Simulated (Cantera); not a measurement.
Mixture: CH4 : H2 : O2 : N2 : H2O = 1 : 0.25 : 1.33 : 4.12 : 1.2 (molar parts), equivalence ratio 1.6, at 233 Torr, adiabatic and at constant pressure. Ignition delay is the time to a rise of 400 K.

Detailed kinetics in Cantera: GRI-Mech 3.0 (53 species, 325 reactions).

Problem. Predict: delay at 1025 K; delay at 1075 K; delay at 1125 K; delay at 1175 K; delay at 1225 K; delay at 1275 K; apparent activation energy between 1175 and 1275 K.

Solution. 
```json
{
 "delay at 1025 K": "0.164 s",
 "delay at 1075 K": "96.9 ms",
 "delay at 1125 K": "57.2 ms",
 "delay at 1175 K": "33.8 ms",
 "delay at 1225 K": "20.1 ms",
 "delay at 1275 K": "12.0 ms",
 "apparent activation energy between 1175 and 1275 K": "130 kJ/mol"
}
```
